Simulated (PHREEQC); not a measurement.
Solution (20 °C and 10 atm): 2.6 mol HCl, 0.35 mol BaCl2 and 0.27 mol NaCl per kg of water. Closed to the air; pH follows from the charge balance.

Model: Pitzer model, pitzer.dat, run in PHREEQC.

This is a speciation only: nothing precipitates in the calculation.

Question: Predict the pH.

Answer: pH -0.94.

In brines, pH and single-ion activities rest on the MacInnes convention.
